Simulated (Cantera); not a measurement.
Input: 1 mol FeS, 0.24 mol SO2, 7.2 mol CO2, at 0.133 bar.

Cantera equilibrium calculation (NASA polynomials, part measured and part estimated; ideal gas, pure solids and liquids). Candidate condensed phases: C, Fe, Fe(CO)5, FeO, FeS, FeSO4, FeS2, Fe2O3, Fe2(SO4)3, Fe3O4, S; 25 gas species. Metal and sulfide melt together well below either melting point, which pure phases cannot show. Mutual solubility and eutectic melting of coexisting phases are not modelled. The tables' stoichiometric FeO is somewhat more stable than real wüstite, so its field is too wide. FeO, FeS: taken at fixed stoichiometry. Rates play no part.

Question: Which condensed phases are stable at each of these points (T (°C)): 1125, 1200, 1275, 1350, 1425, 1500, 1575?

Answer: 
```json
[
 {"T (°C)": "1125", "condensed phases": "FeO(s) + FeS(s)", "Fe condensed (%)": "100.0"},
 {"T (°C)": "1200", "condensed phases": "FeO(s) + FeS(l)", "Fe condensed (%)": "100.0"},
 {"T (°C)": "1275", "condensed phases": "FeO(s)", "Fe condensed (%)": "100.0"},
 {"T (°C)": "1350", "condensed phases": "FeO(s)", "Fe condensed (%)": "100.0"},
 {"T (°C)": "1425", "condensed phases": "FeO(l)", "Fe condensed (%)": "100.0"},
 {"T (°C)": "1500", "condensed phases": "FeO(l)", "Fe condensed (%)": "100.0"},
 {"T (°C)": "1575", "condensed phases": "FeO(l)", "Fe condensed (%)": "100.0"}
]
```

At 1125 °C the condensed part is FeO(s) + FeS(s). At 1200 °C the condensed part is FeO(s) + FeS(l). From 1275 °C to 1350 °C the condensed part is FeO(s). From 1425 °C to 1575 °C the condensed part is FeO(l).
